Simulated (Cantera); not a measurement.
Feed: 1 mol FeS, 5.1 mol O2, 6 mol H2O, held at 350000 Pa.

Cantera equilibrium calculation (NASA polynomials, part measured and part estimated; ideal gas, pure solids and liquids). Candidate condensed phases: Fe, FeO, Fe(OH)2, Fe(OH)3, FeS, FeSO4, FeS2, Fe2O3, Fe2(SO4)3, Fe3O4, H2O, H2SO4, S; 22 gas species. Rates play no part.

x: gas mole fraction; n: condensed amount in mol.

```csv
T (°C),x H2O,x O2,x SO2,x SO3,n Fe2O3(s),n Fe2(SO4)3(s),n Fe3O4(s)
525,0.678,0.322,8.30e-6,0.000315,0.168,0.332,0
625,0.672,0.320,0.00100,0.00730,0.192,0.308,0
725,0.598,0.302,0.0342,0.0650,0.500,0,0
825,0.591,0.310,0.0592,0.0392,0.500,0,0
925,0.586,0.317,…,…,0.500,0,0
1025,0.583,0.320,0.0859,0.0113,0.500,0,0
1125,0.581,0.322,0.0906,0.00629,0.500,0,0
1225,0.581,0.322,0.0931,0.00373,0.500,0,0
1325,0.580,0.323,0.0944,0.00235,0.500,0,0
1425,0.580,0.323,0.0951,…,0.500,0,0
1525,0.574,0.328,0.0948,0.00108,0,0,0.333
```

Task: Fill in the missing entries.

Result: 
- 1425, x SO3: 0.00155
- 925, x SO2: 0.0766
- 925, x SO3: 0.0211
